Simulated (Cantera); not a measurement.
An isothermal, constant-pressure homogeneous reactor starts with CO : O₂ : H₂O : N₂ = 0.0092 : 0.014 : 0.004 : 1 (molar parts), equivalence ratio 0.33, at 950 K and 5.30 bar. Integrator tolerance rtol = 1e-08.

Detailed kinetics in Cantera: GRI-Mech 3.0 (53 species, 325 reactions).

Q: What does this change do: 0.012 parts CH4 added?

A: 
```json
[
 {"quantity": "x(CO) at 60.0 s", "before": "0.000408 (gas-phase equilibrium <1e-12)", "after": "0.0116 (gas-phase equilibrium 0.0103)"},
 {"quantity": "x(O₂) at 60.0 s", "before": "0.00939 (gas-phase equilibrium 0.00919)", "after": "0.000115 (gas-phase equilibrium <1e-12)"},
 {"quantity": "x(H₂O) at 60.0 s", "before": "0.00391 (gas-phase equilibrium 0.00391)", "after": "0.0172 (gas-phase equilibrium 0.00924)"},
 {"quantity": "x(H) at 60.0 s", "before": "4.32e-11 (gas-phase equilibrium <1e-12)", "after": "2.11e-9 (gas-phase equilibrium 3.21e-11)"},
 {"quantity": "x(H₂O₂) at 60.0 s", "before": "2.08e-8 (gas-phase equilibrium 1.24e-12)", "after": "2.47e-9 (gas-phase equilibrium <1e-12)"},
 {"quantity": "x(OH) at 60.0 s", "before": "1.84e-9 (gas-phase equilibrium 2.46e-9)", "after": "3.47e-11 (gas-phase equilibrium <1e-12)"},
 {"quantity": "x(CO₂) at 60.0 s", "before": "0.00859 (gas-phase equilibrium 0.00900)", "after": "0.00524 (gas-phase equilibrium 0.00985)"}
]
```
Below about 1000 K GRI-Mech 3.0 lacks low-temperature oxidation paths.

Q: What does this change do: O2 0.014 to 0.0019 parts?

A: 
```csv
quantity,before,after
x(CO) at 60.0 s,0.000408 (gas-phase equilibrium <1e-12),0.00524 (gas-phase equilibrium 0.00332)
x(O₂) at 60.0 s,0.00939 (gas-phase equilibrium 0.00919),1.77e-6 (gas-phase equilibrium <1e-12)
x(H₂O) at 60.0 s,0.00391 (gas-phase equilibrium 0.00391),0.00385 (gas-phase equilibrium 0.00194)
x(H) at 60.0 s,4.32e-11 (gas-phase equilibrium <1e-12),6.21e-9 (gas-phase equilibrium 1.09e-11)
x(H₂O₂) at 60.0 s,2.08e-8 (gas-phase equilibrium 1.24e-12),2.84e-12 (gas-phase equilibrium <1e-12)
x(OH) at 60.0 s,1.84e-9 (gas-phase equilibrium 2.46e-9),4.00e-11 (gas-phase equilibrium <1e-12)
x(CO₂) at 60.0 s,0.00859 (gas-phase equilibrium 0.00900),0.00384 (gas-phase equilibrium 0.00576)
```
